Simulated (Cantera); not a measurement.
**Catalytic combustion on Pt**

An isothermal plug-flow reactor at 898 K and 3750 Torr (inlet), inlet velocity 0.17 m/s, active area per volume 220 1/m; feed 2.36 % H2, 16.4 % O2, 81.2 % N2, equivalence ratio 0.072.

Model: Deutschmann's 1995 Pt surface mechanism with GRI-Mech 3.0 gas chemistry, integrated in Cantera. Catalytic surfaces can have several steady states; this one follows from the mechanism file's or the stated starting coverage. Mass transfer to the wall is taken as infinitely fast.

| z (m) | x H2 | x O2 | x H2O | θ free Pt | θ O* | θ OH* |
|---|---|---|---|---|---|---|
| 0.00029 | 0.00413 | 0.156 | 0.0197 | 0.0752 | 0.919 | 0.00578 |
| 0.00052 | 0.00203 | 0.155 | 0.0219 | 0.0589 | 0.936 | 0.00530 |
| 0.00092 | 0.000732 | 0.155 | 0.0232 | 0.0506 | 0.944 | 0.00501 |
| 0.0016 | 0.000153 | 0.155 | 0.0238 | 0.0474 | 0.948 | 0.00489 |
| 0.0029 | 8.58e-6 | 0.154 | 0.0239 | 0.0466 | 0.949 | 0.00486 |
| 0.0052 | 5.35e-8 | 0.154 | 0.0239 | 0.0466 | 0.949 | 0.00486 |
| 0.0092 | 8.81e-12 | 0.154 | 0.0239 | 0.0466 | 0.949 | 0.00486 |
| 0.016 | <1e-12 | 0.154 | 0.0239 | 0.0466 | 0.949 | 0.00486 |
| 0.029 | <1e-12 | 0.154 | 0.0239 | 0.0466 | 0.949 | 0.00486 |
x: gas mole fraction; θ: surface coverage.
